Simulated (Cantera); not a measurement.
# Moist CO burnout

An isothermal, constant-pressure homogeneous reactor starts with 0.799 % CO, 0.464 % O₂, 0.0543 % H₂O, 98.7 % N₂, at 1250 K and 0.770 atm.

Detailed kinetics in Cantera: GRI-Mech 3.0 (53 species, 325 reactions).

| t (s) | x CO | x O₂ | x H₂O | x NO₂ | x N₂O | x NO |
|---|---|---|---|---|---|---|
| 9.00e-5 | 0.00799 | 0.00464 | 0.000543 | <1e-12 | <1e-12 | <1e-12 |
| 0.000349 | 0.00799 | 0.00464 | 0.000543 | <1e-12 | <1e-12 | <1e-12 |
| 0.00136 | 0.00799 | 0.00464 | 0.000543 | <1e-12 | 1.01e-12 | <1e-12 |
| 0.00527 | 0.00799 | 0.00464 | 0.000543 | <1e-12 | 4.61e-11 | <1e-12 |
| 0.0204 | 0.00630 | 0.00363 | 0.000434 | 1.16e-10 | 3.52e-7 | 1.43e-7 |
| 0.0794 | 0.000721 | 0.000992 | 0.000505 | 8.30e-10 | 2.68e-7 | 1.57e-6 |
| 0.308 | 9.31e-5 | 0.000687 | 0.000539 | 2.92e-9 | 3.62e-7 | 1.69e-6 |
| 1.20 | 9.19e-6 | 0.000647 | 0.000544 | 9.55e-9 | 3.59e-7 | 1.72e-6 |
| 4.64 | 8.17e-7 | 0.000643 | 0.000545 | 9.75e-9 | 9.68e-8 | 1.72e-6 |
| 18.0 | 1.01e-7 | 0.000643 | 0.000545 | 3.59e-9 | 5.98e-9 | 1.73e-6 |
| 70.0 | 2.54e-8 | 0.000643 | 0.000545 | 1.37e-9 | 1.52e-9 | 1.73e-6 |
x: mole fraction; the columns are a selection and need not sum to one.

Equilibrium at this temperature and pressure: CO 1.96e-8, O₂ 0.000635, H₂O 0.000545, NO₂ 1.14e-8, N₂O 1.18e-9, NO 1.75e-5 (gas phase only).
